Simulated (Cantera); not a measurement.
Charge: 1 mol SiHCl3, 2.5 mol N2, 4.1 mol NH3, at 0.0660 Torr.

Cantera equilibrium calculation (NASA polynomials, part measured and part estimated; ideal gas, pure solids and liquids). Candidate condensed phases: NH4Cl, Si, Si3N4; 28 gas species. The tables' values for SiCl, SiCl3 are old estimates; treat these amounts as uncertain. The numbers say what is thermodynamically allowed, not how fast it happens.

Task: At 1300 °C, list the 6 most abundant gas species with their mole fractions, and the condensed phases.

Result: H2 0.472, N2 0.357, HCl 0.0976, SiCl2 0.0684, H 0.00298, Si 0.000625. Condensed: Si(s).
